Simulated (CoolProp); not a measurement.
Properties of nitrous oxide along the isotherm 226.85 °C.

Model: reference Helmholtz-energy equation of state, Lemmon 2006, in CoolProp. It is a short technical equation, of lower accuracy than the large ones.

| p (MPa) | phase | Z | cp (kJ/(kg K)) | cv (kJ/(kg K)) | expansivity (1/kK) |
|---|---|---|---|---|---|
| 0.0573 | gas | 0.9995 | 1.043 | 0.8533 | 2.004 |
| 0.0841 | gas | 0.9993 | 1.043 | 0.8534 | 2.006 |
| 0.123 | gas | 0.9989 | 1.044 | 0.8535 | 2.009 |
| 0.181 | gas | 0.9985 | 1.045 | 0.8537 | 2.014 |
| 0.266 | gas | 0.9977 | 1.046 | 0.8539 | 2.020 |
| 0.39 | gas | 0.9967 | 1.048 | 0.8543 | 2.029 |
| 0.573 | gas | 0.9951 | 1.050 | 0.8548 | 2.043 |
| 0.841 | gas | 0.9929 | 1.054 | 0.8556 | 2.064 |
| 1.23 | gas | 0.9896 | 1.060 | 0.8568 | 2.094 |
| 1.81 | gas | 0.9848 | 1.068 | 0.8585 | 2.139 |
| 2.66 | gas | 0.9778 | 1.081 | 0.8610 | 2.206 |
| 3.9 | gas | 0.9678 | 1.100 | 0.8647 | 2.305 |
| 5.73 | gas | 0.9536 | 1.130 | 0.8700 | 2.454 |
| 8.41 | supercritical | 0.9341 | 1.175 | 0.8778 | 2.678 |
| 12.3 | supercritical | 0.9088 | 1.245 | 0.8886 | 2.997 |
| 18.1 | supercritical | 0.8806 | 1.349 | 0.9030 | 3.398 |
